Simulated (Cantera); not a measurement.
A perfectly stirred reactor is fed with 26.3 % C2H6, 73.7 % N2, at 0.00130 bar; it is held at 1250 K, and followed from long to short residence time.

Detailed kinetics in Cantera: GRI-Mech 3.0 (53 species, 325 reactions). GRI-Mech 3.0 stops at C3 and has no aromatics, soot or wall deposition, so with more carbon than oxygen in the feed, carbon stays in small species such as C2H2 where larger ones or solid carbon would form. Radical loss at walls, strong at low pressure, is not modelled.

x: mole fraction; the columns are a selection and need not sum to one.

| τ (s) | x C2H6 | x C2H2 | x H | x H2 | x CH3 | x CH4 |
|---|---|---|---|---|---|---|
| 6.9 | 0.0109 | 0.0846 | 4.69e-5 | 0.185 | 0.000541 | 0.0912 |
| 1.6 | 0.0393 | 0.0408 | 4.88e-5 | 0.132 | 0.00107 | 0.0857 |
| 0.39 | 0.114 | 0.0115 | ? | 0.0815 | 0.00177 | 0.0499 |
| 0.093 | 0.211 | 0.00113 | ? | 0.0294 | 0.00177 | 0.0127 |
| 0.022 | 0.256 | 1.88e-5 | ? | 0.00430 | 0.000753 | 0.00123 |
| 0.0052 | 0.263 | 3.95e-8 | ? | 0.000202 | 0.000229 | 8.75e-5 |
| 0.0012 | 0.263 | 2.07e-11 | ? | 3.28e-6 | 6.62e-5 | 5.85e-6 |
| 0.00030 | 0.263 | <1e-12 | ? | 4.82e-8 | 1.76e-5 | 3.89e-7 |

Q: Fill in the missing entries.

A: 
- 0.39, x H: 4.25e-5
- 0.093, x H: 3.00e-5
- 0.022, x H: 1.45e-5
- 0.0052, x H: 2.79e-6
- 0.0012, x H: 1.95e-7
- 0.00030, x H: 1.15e-8
